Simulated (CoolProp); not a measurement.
R1233zd(E) along the isotherm 450 K: density (kg/m³) from the reference equation and from simpler models built on Tc = 438.9 K, pc = 3.583 MPa, ω = 0.304; each cubic takes its own stable root.

Values from CoolProp's reference Helmholtz-energy equation of state, Akasaka 2022.

| p (MPa) | phase | reference | ideal gas | Soave-Redlich-Kwong | Peng-Robinson |
|---|---|---|---|---|---|
| 0.199 | gas | 7.070 | 6.941 | 7.065 | 7.080 |
| 0.398 | gas | 14.42 | 13.88 | 14.39 | 14.45 |
| 0.597 | gas | 22.06 | 20.82 | 22.01 | 22.15 |
| 0.796 | gas | 30.04 | 27.76 | 29.93 | 30.20 |
| 0.995 | gas | 38.39 | 34.70 | 38.21 | 38.64 |
| 1.19 | gas | 46.97 | 41.50 | 46.70 | 47.33 |
| 1.39 | gas | 56.23 | 48.48 | 55.83 | 56.73 |
| 1.59 | gas | 66.01 | 55.46 | 65.46 | 66.69 |
| 1.79 | gas | 76.40 | 62.43 | 75.65 | 77.27 |
